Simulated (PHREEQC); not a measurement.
Model water analysis in mmol/kgw, 3.3 °C, pH 8.23:

| constituent | mmol/kgw |
|---|---|
| Na | 151 |
| K | 0.364 |
| Ca | 5.17 |
| Mg | 23.8 |
| Cl | 185 |
| S(6) | 15.1 |
| Alkalinity (meq/kgw) | 0.000892 |
| Li | 1.21 |

Valence states are taken as typed.

Model: Pitzer model, pitzer.dat, run in PHREEQC.

The ionic strength comes out as 0.257 mol/kgw. What activity coefficients do Cl-, K+, Mg+2, Li+, SO4-2 get?

Cl- 0.70, K+ 0.72, Mg+2 0.30, Li+ 0.78, SO4-2 0.18. Single-ion values are on the MacInnes scale.

Precipitation was switched off in this run. At this temperature some constants are extrapolated from 25 °C, and those without enthalpy data are left unchanged.
